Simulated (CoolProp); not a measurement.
Model: reference Helmholtz-energy equation of state, Penoncello 2003, in CoolProp.

**Question.** Give the vapour pressure (kPa), liquid density (kg/m³), liquid cp (kJ/(kg K)), vapour viscosity (µPa s) of saturated CHF3 (R23) at 176.9 K.

**Answer.** 
| T (K) | p (kPa) | liquid density (kg/m³) | liquid cp (kJ/(kg K)) | vapour viscosity (µPa s) |
|---|---|---|---|---|
| 176.9 | 41.2 | 1500 | 1.22 | 8.69 |

Viscosity comes from a separate model (Shan 2000).
